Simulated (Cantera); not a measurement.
A perfectly stirred reactor is fed with NO : N₂ = 1 : 0.18 (molar parts), at 75.0 Torr; it is held at 1925 K, and followed from long to short residence time.

Model: GRI-Mech 3.0 (53 species, 325 reactions), integrated in Cantera.

**Question.** What does this change do: pressure from 75.0 Torr to 760 Torr?

**Answer.** 
| quantity | before | after |
|---|---|---|
| x(NO) at τ = 9.90 s | 0.337 | 0.138 |
| x(O₂) at τ = 9.90 s | 0.255 | 0.354 |
| x(N₂O) at τ = 9.90 s | 3.67e-5 | 7.99e-6 |
| x(NO₂) at τ = 9.90 s | 0.000229 | 0.000354 |
| x(O) at τ = 9.90 s | 0.000603 | 0.000220 |
| x(NO) at τ = 53.0 ms | 0.841 | 0.797 |
| x(O₂) at τ = 53.0 ms | 0.00287 | 0.0248 |
| x(N₂O) at τ = 53.0 ms | 0.000257 | 0.000278 |
| x(NO₂) at τ = 53.0 ms | 0.000112 | 0.000634 |
| x(O) at τ = 53.0 ms | 0.000164 | 7.30e-5 |

**Question.** What does this change do: pressure from 75.0 Torr to 19.5 Torr?

**Answer.** 
```csv
quantity,before,after
x(NO) at τ = 9.90 s,0.337,0.512
x(O₂) at τ = 9.90 s,0.255,0.167
x(N₂O) at τ = 9.90 s,3.67e-5,7.17e-5
x(NO₂) at τ = 9.90 s,0.000229,0.000140
x(O) at τ = 9.90 s,0.000603,0.000992
x(NO) at τ = 53.0 ms,0.841,0.846
x(O₂) at τ = 53.0 ms,0.00287,0.000698
x(N₂O) at τ = 53.0 ms,0.000257,0.000192
x(NO₂) at τ = 53.0 ms,0.000112,3.74e-5
x(O) at τ = 53.0 ms,0.000164,0.000273
```
Radical loss at walls, strong at low pressure, is not modelled.
